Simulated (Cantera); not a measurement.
A perfectly stirred reactor is fed with CH4 : H2 : O2 : N2 = 1 : 0.76 : 1.59 : 5.97 (molar parts), equivalence ratio 1.5, at 8.78 atm; it is adiabatic with a 625 K inlet, and is followed from long to short residence time, starting on the burning branch (τ in s: 0.17, 0.073, 0.031, 0.013, 0.0055, 0.0024, 0.001, 0.00042, 0.00018, 7.6e-05, 3.2e-05, 1.4e-05).

Cantera simulation using GRI-Mech 3.0 (53 species, 325 reactions); the numbers are that mechanism's predictions, not measurements.

What does this change do: inlet temperature 625 to 575 K?


```tsv
quantity	before	after
blow-out, bracketed by the residence times tried	burning at 76.0 µs, out at 32.0 µs	burning at 76.0 µs, out at 32.0 µs
x(CH4) at τ = 0.170 s	4.99e-5	7.89e-5
x(H2) at τ = 0.170 s	0.0891	0.0894
x(O2) at τ = 0.170 s	9.68e-6	1.16e-5
x(CH2) at τ = 0.170 s	6.11e-8	6.41e-8
x(C2H4) at τ = 0.170 s	6.42e-9	1.47e-8
x(CH4) at τ = 1.00 ms	0.00248	0.00322
x(H2) at τ = 1.00 ms	0.0803	0.0778
x(O2) at τ = 1.00 ms	0.00109	0.00136
x(CH2) at τ = 1.00 ms	6.06e-6	5.73e-6
x(C2H4) at τ = 1.00 ms	2.26e-5	3.54e-5
```

What does this change do: O2 1.59 to 2.3 parts?


```csv
quantity,before,after
"blow-out, bracketed by the residence times tried","burning at 76.0 µs, out at 32.0 µs","burning at 14.0 µs, the shortest tried"
x(CH4) at τ = 0.170 s,4.99e-5,5.78e-8
x(H2) at τ = 0.170 s,0.0891,0.0154
x(O2) at τ = 0.170 s,9.68e-6,0.00852
x(CH2) at τ = 0.170 s,6.11e-8,4.76e-9
x(C2H4) at τ = 0.170 s,6.42e-9,<1e-12
x(CH4) at τ = 1.00 ms,0.00248,9.12e-6
x(H2) at τ = 1.00 ms,0.0803,0.0157
x(O2) at τ = 1.00 ms,0.00109,0.00974
x(CH2) at τ = 1.00 ms,6.06e-6,7.61e-7
x(C2H4) at τ = 1.00 ms,2.26e-5,8.23e-10
```
